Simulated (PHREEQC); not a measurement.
Synthetic water in mmol/kgw, 25 °C, pH 5.98, pe 2.9: Na 0.00109; K 1.07e-08; Ca 0.000207; Mg 0.000337; Cl 0.000653; S(6) 0.000419; Alkalinity (meq/kgw) 0.000672; Br 5.62e-06; Li 2.59e-06; Zn 1.02e-06; Fe(2) 1.58e-06.

Na is adjusted to close the charge balance.
Valence states are taken as typed.

Computed with PHREEQC (ion-association model, wateq4f.dat).

| quantity | before | after |
|---|---|---|
| ionic strength (mol/kgw) | 4.18e-6 | 6.30e-6 |
| CO2 (mol/kgw) | 4.02e-6 | 2.72e-5 |
| HCO3- (mol/kgw) | 1.71e-6 | 3.84e-6 |
| CO3-2 (mol/kgw) | 7.72e-11 | 5.75e-11 |
| HSO4- (mol/kgw) | 4.23e-11 | 1.28e-10 |
| MgSO4 (mol/kgw) | 3.25e-11 | 3.23e-11 |
| SI of Siderite (FeCO3) | -8.03 | -8.16 |
| SI of Zincite(c) (ZnO) | -8.18 | -9.14 |

Task: Which change was made?
(A) Br from 5.62e-06 to 2.81e-06 mmol/kgw
(B) all concentrations times 2 at the same typed pH
(C) Fe(2) from 1.58e-06 to 3.16e-06 mmol/kgw
(D) pH from 5.98 to 5.5 at the same alkalinity

Result: D, pH from 5.98 to 5.5 at the same alkalinity

No solid was allowed to form.
